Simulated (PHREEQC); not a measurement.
Solution (45 °C): 0.027 mol/kgw KH2PO4 and 0.00057 mol/kgw HF. Closed to the air; pH follows from the charge balance.

Equilibrium calculation in PHREEQC: ion-association model, phreeqc.dat.

Question: The ionic strength comes out as 0.0271 mol/kgw. What activity coefficients do K+, HPO4-2, F-, H+, H2PO4- get?

Answer: K+ 0.85, HPO4-2 0.53, F- 0.85, H+ 0.87, H2PO4- 0.86.

No solid was allowed to form. Complexes and solids missing from the database can't appear. Away from 25 °C the constants follow the database's enthalpies or fits; those with neither stay at their 25 °C values.
